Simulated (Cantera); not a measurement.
Cantera run:

```python
import numpy as np
import cantera as ct

gas_names = """
    ALCL F2 ALF3
""".split()
cond_names = """
    ALCL3(s) ALCL3(L)
""".split()


# ... load() reads the species with a 1 bar reference pressure and builds the phases ...
species = {s.name: s for s in load("nasa_gas.yaml", gas_names) + load("nasa_condensed.yaml", cond_names)}
# Each term lists the table entries of one substance; the one whose range holds T is used.
reactions = {
    '3 AlCl(g) + 3 F2(g) = AlCl3 + 2 AlF3(g)':
        [(-3, ['ALCL']), (-3, ['F2']), (1, ['ALCL3(s)', 'ALCL3(L)']), (2, ['ALF3'])],
}


def pick(names, T):
    return next(species[n] for n in names if species[n].thermo.min_temp <= T <= species[n].thermo.max_temp)


results = []
for label, terms in reactions.items():
    print(label)
    print("     T/K   dH/kJ  dS/(J/K)   dG/kJ   log10 K")
    for T in [473, 498, 523, 548, 573]:
        used = [(nu, pick(names, T)) for nu, names in terms]
        dH = sum(nu * s.thermo.h(T) for nu, s in used) / 1e6
        dS = sum(nu * s.thermo.s(T) for nu, s in used) / 1e3
        dG = dH - T * dS / 1e3
        logK = -dG * 1e6 / (ct.gas_constant * T * np.log(10))
        results.append((label, T, dH, dS, dG, logK, [s.name for _, s in used]))
        print(f"{T:8g} {dH:8.1f} {dS:8.1f} {dG:8.1f} {logK:8.2f}")
```

Output:

```
3 AlCl(g) + 3 F2(g) = AlCl3 + 2 AlF3(g)
     T/K   dH/kJ  dS/(J/K)   dG/kJ   log10 K
     473  -2929.4   -540.5  -2673.7   295.26
     498  -2927.9   -537.5  -2660.2   279.02
     523  -2926.5   -534.6  -2646.8   264.35
     548  -2925.0   -531.9  -2633.5   251.02
     573  -2923.5   -529.3  -2620.2   238.86
```

Source: NASA polynomial tables (part measured, part estimated), evaluated in Cantera. Condensed species are held in their standard states even where they would react or evaporate.
